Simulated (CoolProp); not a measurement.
Vapour-liquid equilibrium of C3F8 (R218) (1) + c-C4F8 (RC318) (2) at 300 kPa; x and y are mole fractions of (1).

Model: multi-fluid Helmholtz-energy mixture model, Lemmon 2006 and Platzer 1990; pair parameters Bell 2016, in CoolProp. This equation is an older, rougher fit; its heat capacities, sound speeds and derivatives of the liquid may be far off and weren't checked against measurements.

```csv
x,bubble temperature (K),y at the bubble point,dew temperature at overall composition x (K),liquid density (mol/L)
0.05,296.1,0.072,296.4,7.543
0.2,292.5,0.315,294.4,7.634
0.35,287.2,0.550,291.8,7.738
0.5,281.0,0.736,288.5,7.839
0.65,274.9,0.863,284.1,7.920
0.8,269.5,0.942,278.2,7.968
0.95,264.9,0.989,268.8,7.977
```

No azeotrope shows between x = 0.05 and 0.95.

Pair parameters are fitted to limited data, so mixtures are less certain than the pure fluids.
